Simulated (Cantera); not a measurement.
A closed system holds: 1 mol Al(CH3)3, 11 mol N2, 1.3 mol H2, 1.3 mol N2O, at 1148 K and 880 Pa.

These are equilibrium values from Cantera (NASA tables, ideal gas, pure condensed phases), not measurements of a reactor. Candidate condensed phases: Al, AlN, Al2O3, C, C6H6, C7H8, C8H18, H2O; 148 gas species. The feed counts by its element totals alone. Mutual solubility and eutectic melting of coexisting phases are not modelled. Equilibrium is a limit: real reactors are often held back by kinetics, nucleation or transport.

Base state: N2 0.678, H2 0.321, CO 0.00103, CH4 2.16e-5, HCN 1.90e-5 (mole fractions); condensed: AlN(s) + Al2O3(s) + C(graphite).

**Question.** What changes in the equilibrium state with this change: temperature from 1148 K to 1875 K?

**Answer.** 
| species | before | after |
|---|---|---|
| N2 | 0.678 | 0.620 |
| H2 | 0.321 | 0.301 |
| CO | 0.00103 | 0.0684 |
| Al | <1e-9 | 0.00251 |
| AlH | <1e-9 | 4.84e-5 |
| H | 4.33e-7 | 0.00383 |
| C2H2 (acetylene) | 1.19e-8 | 9.54e-5 |
| AlN(s), mol | 0.146 | 0.951 |
| Al2O3(s), mol | 0.427 | 0 |
| C(graphite), mol | 2.98 | 1.62 |

**Question.** What changes in the equilibrium state with this change: pressure from 880 Pa to 160 Pa?

**Answer.** 
```
species            before    after
----------------  -------  -------
N2                  0.678    0.676
H2                  0.321    0.321
CO                0.00103  0.00321
CH4               2.16e-5  3.92e-6
HCN               1.90e-5  1.90e-5
AlN(s), mol         0.146    0.172
Al2O3(s), mol       0.427    0.414
C(graphite), mol     2.98     2.94
```
